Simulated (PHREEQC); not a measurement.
**Copper plating or etch bath: an equilibrium model**

A solution holds 0.0092 mol/kgw Cu(BF4)2, 0.034 mol/kgw H2SO4 and 0.27 mol/kgw Na2SO4, at 5 °C. Closed to the air; pH follows from the charge balance.

Model: ion-association model, phreeqc.dat, run in PHREEQC.

Each row changes one thing in this solution. Precipitation was switched off in this run.

| case | pH | ionic strength (mol/kgw) | SO4-2 (mol/kgw) | HSO4- (mol/kgw) | BF4- (mol/kgw) | CuSO4 (mol/kgw) |
|---|---|---|---|---|---|---|
| as made | 1.80 | 0.679 | 0.179 | 0.0466 | 0.0165 | 0.00503 |
| Cu(BF4)2 from 0.0092 to 0.00828 mol/kgw | 1.80 | 0.677 | 0.179 | 0.0466 | 0.0147 | 0.00454 |
| 0.0036 mol/kgw NaOH added | 1.82 | 0.681 | 0.180 | 0.0442 | 0.0165 | 0.00504 |
| temperature from 5 to 80 °C | 2.36 | 0.635 | 0.158 | 0.0607 | 0.0138 | 0.00504 |
| Na2SO4 left out | 1.39 | 0.0815 | 0.0133 | 0.0181 | 0.0162 | 0.00266 |
| Na2SO4 from 0.27 to 0.027 mol/kgw | 1.49 | 0.137 | 0.0283 | 0.0270 | 0.0163 | 0.00354 |
| 0.0043 mol/kgw TMAH added | 1.83 | 0.683 | 0.181 | 0.0438 | 0.0165 | 0.00505 |
| H2SO4 left out | 3.07 | 0.662 | 0.186 | 0.00263 | 0.0153 | 0.00514 |

(CH3)4N+ isn't in the database: it is added as a free cation with an ion size of 4 Å. At this temperature some constants are extrapolated from 25 °C, and those without enthalpy data are left unchanged. Real BF4- forms and hydrolyses slowly; the run takes it at equilibrium.
